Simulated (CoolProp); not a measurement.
Model: reference Helmholtz-energy equation of state, Zhou 2016, in CoolProp.

Question: Give the vapour pressure (MPa), vapour density (kg/m³), enthalpy of vaporisation (kJ/kg), liquid cp (kJ/(kg K)) of saturated R245ca at 10.45, 56.45 °C.

Answer: 
```json
[
 {"T (°C)": "10.45", "p (MPa)": "0.0551", "vapour density (kg/m³)": "3.21", "enthalpy of vaporisation (kJ/kg)": "212", "liquid cp (kJ/(kg K))": "1.36"},
 {"T (°C)": "56.45", "p (MPa)": "0.295", "vapour density (kg/m³)": "15.7", "enthalpy of vaporisation (kJ/kg)": "186", "liquid cp (kJ/(kg K))": "1.44"}
]
```
